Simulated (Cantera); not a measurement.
# Equilibrium for tantalum, niobium, vanadium and zirconium in process gases: Ta(OEt)₅ + CO₂ + H₂

Input: 1 mol Ta(OEt)₅, a varied amount of CO₂, 83 mol H₂, equilibrated at 898 K and 47.0 mbar.

Cantera equilibrium calculation (NASA polynomials, part measured and part estimated; ideal gas, pure solids and liquids). Candidate condensed phases: C, C₆H₆, C₇H₈, C₈H₁₈, H₂O, Ta, TaC, Ta₂O₅; 113 gas species. The feed counts by its element totals alone. Kinetics and transport are ignored.

```json
[
 {"n(CO₂) (mol)": "0.12", "log p H₂": "-1.35", "log p CO": "-2.93", "log p H₂O": "-3.87", "log p CH₄": "-3.19", "n C(graphite)": "6.34", "n Ta₂O₅(s)": "0.500"},
 {"n(CO₂) (mol)": "0.23", "log p H₂": "-1.35", "log p CO": "-2.90", "log p H₂O": "-3.84", "log p CH₄": "-3.19", "n C(graphite)": "6.26", "n Ta₂O₅(s)": "0.500"},
 {"n(CO₂) (mol)": "0.42", "log p H₂": "-1.35", "log p CO": "-2.84", "log p H₂O": "-3.79", "log p CH₄": "-3.19", "n C(graphite)": "6.11", "n Ta₂O₅(s)": "0.500"},
 {"n(CO₂) (mol)": "0.79", "log p H₂": "-1.35", "log p CO": "-2.76", "log p H₂O": "-3.71", "log p CH₄": "-3.20", "n C(graphite)": "5.84", "n Ta₂O₅(s)": "0.500"},
 {"n(CO₂) (mol)": "1.5", "log p H₂": "-1.36", "log p CO": "-2.64", "log p H₂O": "-3.60", "log p CH₄": "-3.21", "n C(graphite)": "5.30", "n Ta₂O₅(s)": "0.500"},
 {"n(CO₂) (mol)": "2.7", "log p H₂": "-1.37", "log p CO": "-2.49", "log p H₂O": "-3.46", "log p CH₄": "-3.23", "n C(graphite)": "4.41", "n Ta₂O₅(s)": "0.500"},
 {"n(CO₂) (mol)": "5.1", "log p H₂": "-1.39", "log p CO": "-2.31", "log p H₂O": "-3.30", "log p CH₄": "-3.27", "n C(graphite)": "2.64", "n Ta₂O₅(s)": "0.500"},
 {"n(CO₂) (mol)": "9.6", "log p H₂": "-1.42", "log p CO": "-2.13", "log p H₂O": "-3.06", "log p CH₄": "-3.42", "n C(graphite)": "0", "n Ta₂O₅(s)": "0.500"}
]
```
log p: log10 of the partial pressure in bar; n: condensed amount in mol.

From 0.12 mol CO₂ to 5.1 mol CO₂ the condensed part is C(graphite) + Ta₂O₅(s). At 9.6 mol CO₂ the condensed part is Ta₂O₅(s).
